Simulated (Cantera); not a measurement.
Standard-state values (1 bar) from the NASA 1993 polynomials, evaluated with Cantera. Values are per mole of reaction as written; species without (g) are pure solids or liquids, kept so even where they would boil at 1 bar. ZrN: taken at fixed stoichiometry.

3 NO2(g) + ZrN ⇌ 4 NO(g) + ZrO2(g), with ΔH° = 341.6 kJ and ΔS° = 357.4 J/K at 300 K.

Task: How far is the shortcut ΔG° ≈ ΔH°(300 K) − T·ΔS°(300 K) from the full temperature-dependent value at 775, 825, 875, 925, 975, 1025, 1075, 1125, 1175, 1225, 1275 K?

Result: 
```csv
T (K),shortcut (kJ),full (kJ),difference (kJ),difference in log10 K
775,64.6,64.1,0.5,-0.03
825,46.7,46.4,0.3,-0.02
875,28.9,28.7,0.2,-0.01
925,11.0,11.1,-0.1,0.00
975,-6.9,-6.5,-0.4,0.02
1025,-24.7,-24.0,-0.7,0.04
1075,-42.6,-41.5,-1.1,0.05
1125,-60.5,-59.0,-1.5,0.07
1175,-78.3,-76.4,-2.0,0.09
1225,-96.2,-93.7,-2.5,0.11
1275,-114.1,-111.0,-3.1,0.13
```
The shortcut ignores the heat-capacity change of the reaction.
